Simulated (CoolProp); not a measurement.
Aqueous methanol as a coolant, at 29 °C, 1 atm.

Model: Melinder's fits for secondary coolants, in CoolProp.

| mass % | freezing point (°C) | density (kg/m³) | Prandtl number | viscosity (mPa s) | cp (kJ/(kg K)) |
|---|---|---|---|---|---|
| 1.4 | -0.8 | 993.5 | 5.83 | 0.844 | 4.172 |
| 6.7 | -4.1 | 984.4 | 7.04 | 0.960 | 4.188 |
| 11.9 | -8.0 | 976.0 | 8.31 | 1.07 | 4.170 |
| 17.2 | -12.5 | 967.7 | 9.64 | 1.19 | 4.134 |
| 22.4 | -17.4 | 959.5 | 10.9 | 1.28 | 4.091 |
| 27.7 | -23.0 | 950.8 | 12.1 | 1.35 | 4.038 |
| 32.9 | -29.2 | 941.9 | 13.1 | 1.40 | 3.974 |
| 38.2 | -36.2 | 932.5 | 13.9 | 1.42 | 3.892 |
| 43.5 | -43.9 | 922.6 | 14.3 | 1.42 | 3.790 |
